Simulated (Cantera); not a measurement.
Feed: 1 mol HMDSO, 0.25 mol O2, 7.8 mol N2, at 0.0690 bar.

Cantera equilibrium calculation (NASA polynomials, part measured and part estimated; ideal gas, pure solids and liquids). Candidate condensed phases: C, C6H6, C7H8, C8H18, H2O, Si, SiC, SiO2, Si2N2O, Si3N4; 151 gas species. The feed counts by its element totals alone. N2 is the only nitrogen source here; it is nearly inert below about 1500 K, so the nitride shown seldom forms there in practice. Mutual solubility and eutectic melting of coexisting phases are not modelled. Rates play no part.

Question: Which condensed phases are stable at each of these points (T (K)): 1200, 1300, 1400, 1500, 1600, 1700, 1800, 1900, 2000?

Answer: 
```tsv
T (K)	condensed phases	Si condensed (%)
1200	C(graphite) + Si2N2O(s)	100.0
1300	C(graphite) + Si2N2O(s)	100.0
1400	C(graphite) + Si2N2O(s)	100.0
1500	C(graphite) + Si2N2O(s)	100.0
1600	C(graphite) + SiC(s) + Si2N2O(s)	99.9
1700	C(graphite) + SiC(s)	99.7
1800	C(graphite) + SiC(s)	99.6
1900	C(graphite) + SiC(s)	99.4
2000	C(graphite) + SiC(s)	99.3
```

From 1200 K to 1500 K the condensed part is C(graphite) + Si2N2O(s). At 1600 K the condensed part is C(graphite) + SiC(s) + Si2N2O(s). From 1700 K to 2000 K the condensed part is C(graphite) + SiC(s).
